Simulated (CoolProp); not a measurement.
A simple Rankine cycle with carbonyl sulfide: condensing at 313.15 K, boiler at 4.34 MPa, turbine inlet 371.6 K, turbine efficiency 0.85, pump efficiency 0.7, no recuperator. Each further row changes one setting.

The numbers come from the reference Helmholtz-energy equation of state, Lemmon 2006 in CoolProp. It is a short technical equation, of lower accuracy than the large ones.

```json
[
 {"case": "as stated", "thermal efficiency (%)": "8.7", "net work (kJ/kg)": "20.9", "heat in (kJ/kg)": "241", "turbine exit temperature (K)": "313.2", "volume ratio over the turbine": "2.25"},
 {"case": "turbine inlet 391.6 K", "thermal efficiency (%)": "___", "net work (kJ/kg)": "___", "heat in (kJ/kg)": "265", "turbine exit temperature (K)": "327.4", "volume ratio over the turbine": "2.18"},
 {"case": "condensing temperature 305.15 K", "thermal efficiency (%)": "___", "net work (kJ/kg)": "25.6", "heat in (kJ/kg)": "252", "turbine exit temperature (K)": "305.2", "volume ratio over the turbine": "2.69"},
 {"case": "boiler pressure 3.04 MPa", "thermal efficiency (%)": "5.8", "net work (kJ/kg)": "15.4", "heat in (kJ/kg)": "264", "turbine exit temperature (K)": "___", "volume ratio over the turbine": "1.58"},
 {"case": "turbine efficiency 0.75", "thermal efficiency (%)": "7.5", "net work (kJ/kg)": "___", "heat in (kJ/kg)": "241", "turbine exit temperature (K)": "313.2", "volume ratio over the turbine": "2.28"}
]
```

**Question.** What belongs in the gaps?

**Answer.** 
- turbine inlet 391.6 K, thermal efficiency (%): 9.2
- turbine inlet 391.6 K, net work (kJ/kg): 24.5
- condensing temperature 305.15 K, thermal efficiency (%): 10.2
- boiler pressure 3.04 MPa, turbine exit temperature (K): 335.4
- turbine efficiency 0.75, net work (kJ/kg): 18.0

The expansion ends wet for: as stated; condensing temperature 305.15 K; turbine efficiency 0.75.
